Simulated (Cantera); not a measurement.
Charge: 1 mol Al, a varied amount of HCl, 61 mol H2, equilibrated at 1523 K and 470 Pa.

Cantera equilibrium calculation (NASA polynomials, part measured and part estimated; ideal gas, pure solids and liquids). Candidate condensed phases: Al, AlCl3; 12 gas species. The tables' values for AlCl2 are old estimates; treat these amounts as uncertain. Rates play no part.

Problem. At 5.6 mol HCl, list the 4 most abundant gas species with their mole fractions, and the condensed phases.

Solution. H2 0.924, HCl 0.0602, AlCl 0.00960, AlCl3 0.00327. Condensed: gas only.
